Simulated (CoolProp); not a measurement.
Vapour-liquid equilibrium of R125 (1) + fluoroethane (R161) (2) at 0.0392 MPa; x and y are mole fractions of (1).

The numbers come from the multi-fluid Helmholtz-energy mixture model, Lemmon 2005 and Wu 2012; pair parameters Bell 2016 in CoolProp.

```
x      bubble temperature (K)  y at the bubble point  dew temperature at overall composition x (K)  liquid density (mol/L)
-----  ----------------------  ---------------------  --------------------------------------------  ----------------------
0.05                    216.4                  0.073                                         216.5                   17.29
0.125                   215.6                  0.188                                         216.0                   16.89
0.2                     214.7                  0.301                                         215.5                   16.52
0.275                   213.7                  0.407                                         214.9                   16.15
0.35                    212.7                  0.502                                         214.2                   15.80
0.425                   211.8                  0.585                                         213.5                   15.46
0.5                     210.9                  0.656                                         212.7                   15.12
0.575                   210.2                  0.718                                         211.9                   14.80
0.65                    209.5                  0.772                                         211.0                   14.48
0.725                   208.9                  0.821                                         210.1                   14.17
0.8                     208.5                  0.867                                         209.2                   13.87
0.875                   208.0                  0.913                                         208.4                   13.58
0.95                    207.7                  0.962                                         207.8                   13.30
```

No azeotrope shows between x = 0.05 and 0.95.

The pair parameters rest on a limited set of measurements; away from them the model extrapolates. The gap from Raoult's law changes sign with composition, which may be real or a fault of the pair parameters; it wasn't checked against measurements.
